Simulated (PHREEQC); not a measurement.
Solution (35 °C): 0.015 mol KBr and 0.0002 mol Na2SO4 per kg of water. Closed to the air; pH follows from the charge balance.

All values are PHREEQC results (ion-association model, phreeqc.dat), not measurements.

Question: The ionic strength comes out as 0.0156 mol/kgw. What activity coefficients do Br-, K+, SO4-2, Na+, KSO4- get?

Answer: Br- 0.87, K+ 0.88, SO4-2 0.61, Na+ 0.88, KSO4- 0.89.

Precipitation was switched off in this run.
